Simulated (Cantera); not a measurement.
**Thermodynamics of silicon carbide growth, feed CH3SiH3 + C2H2 + H2**

Charge: 1 mol CH3SiH3, 0.16 mol C2H2, 31 mol H2, held at 9.75 Torr.

Method: chemical equilibrium by Gibbs-energy minimisation in Cantera with the NASA 1993 tables (ideal gas, pure condensed phases). Candidate condensed phases: C, C6H6, C7H8, C8H18, Si, SiC; 87 gas species. The feed counts by its element totals alone. Gases not in the tables: Si2H6 and higher silanes. Kinetics and transport are ignored.

```json
[
 {"T (°C)": "1675", "x H2": "0.990", "x H": "0.00986", "x Si": "8.04e-5", "x C2H2 (acetylene)": "0.000533", "x SiC2": "2.59e-6", "n C(graphite)": "0.286", "n SiC(s)": "0.997"},
 {"T (°C)": "1725", "x H2": "0.985", "x H": "0.0140", "x Si": "0.000178", "x C2H2 (acetylene)": "0.000747", "x SiC2": "7.30e-6", "n C(graphite)": "0.275", "n SiC(s)": "0.993"},
 {"T (°C)": "1775", "x H2": "0.979", "x H": "0.0194", "x Si": "0.000379", "x C2H2 (acetylene)": "0.00103", "x SiC2": "1.95e-5", "n C(graphite)": "0.263", "n SiC(s)": "0.984"},
 {"T (°C)": "1825", "x H2": "0.971", "x H": "0.0266", "x Si": "0.000778", "x C2H2 (acetylene)": "0.00139", "x SiC2": "4.97e-5", "n C(graphite)": "0.252", "n SiC(s)": "0.967"},
 {"T (°C)": "1875", "x H2": "0.960", "x H": "0.0358", "x Si": "0.00154", "x C2H2 (acetylene)": "0.00184", "x SiC2": "0.000121", "n C(graphite)": "0.247", "n SiC(s)": "0.933"},
 {"T (°C)": "1925", "x H2": "0.946", "x H": "0.0475", "x Si": "0.00297", "x C2H2 (acetylene)": "0.00240", "x SiC2": "0.000283", "n C(graphite)": "0.257", "n SiC(s)": "0.867"},
 {"T (°C)": "1975", "x H2": "0.928", "x H": "0.0621", "x Si": "0.00554", "x C2H2 (acetylene)": "0.00307", "x SiC2": "0.000636", "n C(graphite)": "0.299", "n SiC(s)": "0.743"},
 {"T (°C)": "2025", "x H2": "0.904", "x H": "0.0798", "x Si": "0.0101", "x C2H2 (acetylene)": "0.00387", "x SiC2": "0.00138", "n C(graphite)": "0.399", "n SiC(s)": "0.511"},
 {"T (°C)": "2075", "x H2": "0.871", "x H": "0.101", "x Si": "0.0178", "x C2H2 (acetylene)": "0.00476", "x SiC2": "0.00289", "n C(graphite)": "0.607", "n SiC(s)": "0.0829"}
]
```
x: gas mole fraction; n: condensed amount in mol.

From 1675 °C to 2075 °C the condensed part is C(graphite) + SiC(s). The main Si-bearing gas is Si throughout. The share of Si in condensed phases is highest at 1675 °C (99.7 %) and lowest at 2075 °C (8.3 %).
